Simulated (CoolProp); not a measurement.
A closed Brayton cycle with dry air: compressor inlet 326.15 K and 4.7 MPa, high pressure 12.7 MPa, turbine inlet 700 K, compressor efficiency 0.8, turbine efficiency 0.93, recuperator effectiveness 0.8 (on enthalpy, no pinch check). Each further row changes one setting.

Computed with CoolProp (reference Helmholtz-energy equation of state, Lemmon 2000). It is a pseudo-pure fit of the blend.

| case | thermal efficiency (%) | net work (kJ/kg) | compressor to turbine work | compressor exit (K) | turbine exit (K) |
|---|---|---|---|---|---|
| as stated | 16.0 | 30.3 | 0.82 | 460.5 | 544.9 |
| turbine inlet 650 K | 10.7 | ___ | ___ | 460.5 | 504.5 |
| compressor inlet 336.15 K | ___ | ___ | ___ | 474.3 | 544.9 |
| high pressure 10.8 MPa | 17.9 | 31.3 | 0.78 | ___ | ___ |
| recuperator effectiveness 0.5 | 14.0 | 30.3 | 0.82 | 460.5 | 544.9 |

Problem. Fill in the missing entries.

Solution. 
- turbine inlet 650 K, net work (kJ/kg): 18.1
- turbine inlet 650 K, compressor to turbine work: 0.88
- compressor inlet 336.15 K, thermal efficiency (%): 13.9
- compressor inlet 336.15 K, net work (kJ/kg): 25.9
- compressor inlet 336.15 K, compressor to turbine work: 0.85
- high pressure 10.8 MPa, compressor exit (K): 436.0
- high pressure 10.8 MPa, turbine exit (K): 567.8
